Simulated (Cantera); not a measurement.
Cantera with NASA thermochemical tables; ideal gases at 1 bar, condensed phases pure. Values are per mole of reaction as written; species without (g) are pure solids or liquids, kept so even where they would boil at 1 bar. VN: taken at fixed stoichiometry.

**Question.** Between 300 and 1398 K, where is each reaction favourable under standard conditions?
- 3 H2O(g) + 2 VN = 3 H2(g) + V2O3 + N2(g)
- N2(g) + V2O4 = N2O(g) + V2O3

**Answer.** 
- 3 H2O(g) + 2 VN = 3 H2(g) + V2O3 + N2(g): ΔG° is -71 kJ at 300 K and -159 kJ at 1398 K; it stays negative (K > 1). ΔH° is -21 kJ and ΔS° 98 J/K at 1398 K.
- N2(g) + V2O4 = N2O(g) + V2O3: ΔG° is 283 kJ at 300 K and 288 kJ at 1398 K; it stays positive (K < 1). ΔH° is 280 kJ and ΔS° -6 J/K at 1398 K.
